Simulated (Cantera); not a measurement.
Input: 1 mol CO, 0.41 mol H₂, a varied amount of N₂, at 998.15 K and 84.0 Pa.

These are equilibrium values from Cantera (NASA tables, ideal gas, pure condensed phases), not measurements of a reactor. Candidate condensed phases: C, C₆H₆, C₇H₈, C₈H₁₈, H₂O; 136 gas species. The numbers say what is thermodynamically allowed, not how fast it happens.

Question: At 7.2 mol N₂, list the 3 most abundant gas species with their mole fractions, and the condensed phases.

Answer: N₂ 0.836, CO 0.116, H₂ 0.0476. Condensed: gas only.
